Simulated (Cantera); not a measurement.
Charge: 1 mol SiO2, 0.34 mol SiCl4, 2.4 mol O2, held at 69.0 Pa.

Equilibrium computed with Cantera from the NASA thermochemical tables; the gas is ideal and each condensed phase is pure. Candidate condensed phases: Si, SiO2; 15 gas species. The tables hold silica as quartz up to 1696 K and as liquid above; real silica turns to tridymite and cristobalite and melts near 1996 K. Rates play no part.

### Question
Which condensed phases are stable at each of these points (T (°C)): 950, 1025, 1100, 1175, 1250, 1325, 1400, 1475, 1550, 1625?

### Answer
| T (°C) | condensed phases | Si condensed (%) |
|---|---|---|
| 950 | SiO2(β-quartz) | 100.0 |
| 1025 | SiO2(β-quartz) | 100.0 |
| 1100 | SiO2(β-quartz) | 100.0 |
| 1175 | SiO2(β-quartz) | 100.0 |
| 1250 | SiO2(β-quartz) | 100.0 |
| 1325 | SiO2(β-quartz) | 100.0 |
| 1400 | SiO2(β-quartz) | 100.0 |
| 1475 | SiO2(condensed) | 100.0 |
| 1550 | SiO2(condensed) | 100.0 |
| 1625 | SiO2(condensed) | 100.0 |

From 950 °C to 1400 °C the condensed part is SiO2(β-quartz). From 1475 °C to 1625 °C the condensed part is SiO2(condensed).
